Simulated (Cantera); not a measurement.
Cantera run:

```python
import numpy as np
import cantera as ct

gas_names = """
    N NO NO2 NO3 N2 N2O O O2 O3 Si SiN SiO SiO2 Si2 Si2N Si3
""".split()
cond_names = """
    Si(cr) Si(L) SiO2(Lqz) SiO2(hqz) SiO2(L) Si2N2O(s) Si3N4(a)
""".split()


# ... load() reads the species with a 1 bar reference pressure and builds the phases ...
atoms = {
    'Si3N4': {'Si': 3, 'N': 4},
    'O2': {'O': 2},
    'N2': {'N': 2},
}
top_T = {'Si2N2O(s)': 2100, 'Si3N4(a)': 2400}  # K; cautious upper limits of use, not melting points


# ... equilibrate(T, P, feed) seeds the gas with the atoms and calls Mixture.equilibrate('TP', solver="vcs", rtol=1e-11, max_steps=5000) ...
results = []
feed = {'Si3N4': 1, 'O2': 0.0046, 'N2': 8.9}  # mol
P = 133.322  # Pa
for T in [1073, 1223, 1373, 1523, 1673, 1823, 1973, 2123, 2273]:
    mix = equilibrate(T, P, feed)
    results.append((T, P, feed, dict(zip(mix.species_names, mix.species_moles))))

top = {s: max(r[3][s] / sum(r[3][g] for g in gas_names) for r in results) for s in gas_names}
cols = sorted((s for s in top if top[s] > 0.0001), key=lambda s: -top[s])[:6]
seen = [c for c in cond_names if any(r[3].get(c, 0) > 1e-12 for r in results)]
print("log10 of partial pressures in bar; condensed amounts in mol")
print(f"{'T/K':>10s}" + "".join(f"{s[:9]:>10s}" for s in cols + seen))
for T, P, feed, n in results:
    ng = sum(n[g] for g in gas_names)
    print(f"{T:10.4g}" + "".join(f"{np.log10(max(n[s] / ng * P / 1e5, 1e-99)):10.3f}" for s in cols)
          + "".join(f"{n.get(c, 0):10.4g}" for c in seen))
```

Output:

```
log10 of partial pressures in bar; condensed amounts in mol
       T/K        N2        Si       Si2       SiO      Si2N       SiN     Si(L) Si2N2O(s)  Si3N4(a)
      1073    -2.875   -18.552   -27.705   -14.610   -23.316   -18.776         0    0.0092    0.9939
      1223    -2.875   -14.403   -21.267   -11.122   -18.019   -15.103         0    0.0092    0.9939
      1373    -2.875   -11.170   -16.252    -8.410   -13.896   -12.241         0  0.009174    0.9939
      1523    -2.875    -8.581   -12.241    -6.242   -10.600    -9.952         0  0.005374    0.9951
      1673    -2.876    -6.463    -8.962    -5.862    -7.908    -8.079         0         0    0.9961
      1823    -2.877    -5.355    -7.544    -5.951    -6.981    -7.176     2.952         0         0
      1973    -2.886    -4.501    -6.514    -5.960    -6.371    -6.500      2.71         0         0
      2123    -2.937    -3.770    -5.633    -6.010    -5.871    -5.942     1.298         0         0
      2273    -2.980    -3.552    -5.703    -6.053    -6.272    -5.874         0         0         0
```

Equilibrium computed with Cantera from the NASA thermochemical tables; the gas is ideal and each condensed phase is pure. Mutual solubility and eutectic melting of coexisting phases are not modelled. The tables' values for SiN are old estimates; treat these amounts as uncertain.
